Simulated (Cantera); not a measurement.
# Equilibrium for abatement and gas-phase synthesis: SF6 + H2O + O2

A closed system holds: 1 mol SF6, a varied amount of H2O, 0.39 mol O2, at 3523 K and 24.0 bar.

Method: chemical equilibrium by Gibbs-energy minimisation in Cantera with the NASA 1993 tables (ideal gas, pure condensed phases). Candidate condensed phases: H2O, H2SO4, S; 43 gas species. The tables' values for SOF2, SF3, S2F2 (SSF2), FS2F (FSSF) are old estimates; treat these amounts as uncertain. The numbers say what is thermodynamically allowed, not how fast it happens.

```
n(H2O) (mol)      x F    x HF    x H2O   x SO2     x O2      x OH    x SO      x H2    x SF2      x O      x SF       x H
------------  -------  ------  -------  ------  -------  --------  ------  --------  -------  -------  --------  --------
0.05            0.817  0.0158  1.87e-9  0.0346  0.00437   3.25e-6  0.0403   1.16e-9   0.0323  0.00705    0.0293   4.32e-6
0.078           0.808  0.0245  4.74e-9  0.0360  0.00462   5.25e-6  0.0408   2.86e-9   0.0311  0.00725    0.0285   6.79e-6
0.12            0.795  0.0375  1.19e-8  0.0381  0.00501   8.50e-6  0.0414   6.91e-9   0.0293  0.00755    0.0274   1.06e-5
0.19            0.774  0.0588  3.31e-8  0.0416  0.00571   1.46e-5  0.0423   1.80e-8   0.0266  0.00805    0.0255   1.70e-5
0.3             0.741  0.0915  9.65e-8  0.0469  0.00693   2.62e-5  0.0434   4.75e-8   0.0227  0.00887    0.0227   2.77e-5
0.47            0.691   0.141  3.01e-7  0.0549  0.00917   4.96e-5  0.0442   1.29e-7   0.0174   0.0102    0.0187   4.56e-5
0.73            0.616   0.212  1.06e-6  0.0663   0.0137  0.000103  0.0437   3.70e-7   0.0112   0.0125    0.0135   7.72e-5
1.1             0.510   0.309  4.22e-6  0.0797   0.0229  0.000234  0.0405   1.14e-6  0.00553   0.0161   0.00803  0.000136
1.8             0.314   0.478  3.90e-5  0.0937   0.0490  0.000859  0.0326   7.21e-6  0.00115   0.0236   0.00272  0.000341
2.8            0.0649   0.676  0.00247  0.0970   0.0903   0.00797  0.0248  0.000337  2.76e-5   0.0320  0.000315   0.00233
4.3           0.00929   0.605   0.0931  0.0797   0.0836    0.0480  0.0212    0.0132  5.01e-7   0.0308   4.00e-5    0.0146
6.7           0.00457   0.473    0.217  0.0606   0.0707    0.0702  0.0175    0.0334  1.09e-7   0.0284   1.77e-5    0.0232
```
x: gas mole fraction; nothing condenses.

From 0.05 mol H2O to 6.7 mol H2O nothing is condensed.
